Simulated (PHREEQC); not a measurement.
Solution (20 °C): 0.0074 mol/kgw Fe(NO3)3. Closed to the air; pH follows from the charge balance.

All values are PHREEQC results (ion-association model, wateq4f.dat), not measurements.

Precipitation was switched off in this run.

Question: Order these Fe species by the share of Fe that they hold, largest first: Fe2(OH)2+4, FeOH+2, Fe+3, Fe(OH)2+, Fe3(OH)4+5.

Answer: Fe+3 (44 %), FeOH+2 (30 %), Fe2(OH)2+4 (20 %), Fe3(OH)4+5 (4.1 %), Fe(OH)2+ (1.3 %)

The pH is 2.43 and the ionic strength 0.0397 mol/kgw. Saturation is exceeded, for instance for Hematite (slow to form), Goethite (slow to form); the values hold only as long as no solid forms. Species that the database lacks are ignored.
